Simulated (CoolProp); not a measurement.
Vapour-liquid equilibrium of R114 (1) + n-pentane (2) at 0.69 MPa; x and y are mole fractions of (1).

Values from CoolProp's multi-fluid Helmholtz-energy mixture model, Platzer 1990 and Thol 2019; pair parameters Bell 2016. This equation is an older, rougher fit; its heat capacities, sound speeds and derivatives of the liquid may be far off and weren't checked against measurements.

Question: Give the bubble temperature and the first vapour's composition at x = 0.05, 0.2, 0.95. Is there an azeotrope?

Answer: x = 0.05: 375.4 K, y = 0.125; x = 0.2: 364.3 K, y = 0.395; x = 0.95: 341.0 K, y = 0.966. No azeotrope shows between x = 0.05 and 0.95.

Pair parameters are fitted to limited data, so mixtures are less certain than the pure fluids.
